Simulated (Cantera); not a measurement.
**Moist CO burnout**

A perfectly stirred reactor is fed with CO : O₂ : H₂O : N₂ = 0.0095 : 0.04 : 0.056 : 1 (molar parts), equivalence ratio 0.12, at 760 Torr; it is held at 1000 K, and followed from long to short residence time.

Model: GRI-Mech 3.0 (53 species, 325 reactions), integrated in Cantera.

```tsv
τ (s)	x CO	x O₂	x H₂O	x NO₂	x CO₂	x N₂O
0.41	0.00534	0.0346	0.0507	5.06e-11	0.00327	3.84e-8
0.25	0.00623	0.0350	0.0507	2.78e-11	0.00238	2.68e-8
0.16	0.00691	0.0354	0.0507	1.58e-11	0.00169	1.86e-8
0.097	0.00751	0.0357	0.0506	8.23e-12	0.00109	1.19e-8
0.060	0.00791	0.0359	0.0506	4.31e-12	0.000682	7.41e-9
0.037	0.00819	0.0360	0.0506	2.17e-12	0.000405	4.45e-9
0.023	0.00837	0.0361	0.0506	1.03e-12	0.000229	2.58e-9
0.014	0.00848	0.0361	0.0506	<1e-12	0.000116	1.38e-9
0.0089	0.00854	0.0362	0.0507	<1e-12	5.62e-5	7.13e-10
0.0055	0.00857	0.0362	0.0507	<1e-12	2.11e-5	3.00e-10
0.0034	0.00859	0.0362	0.0507	<1e-12	4.32e-6	7.24e-11
```
x: mole fraction; the columns are a selection and need not sum to one.
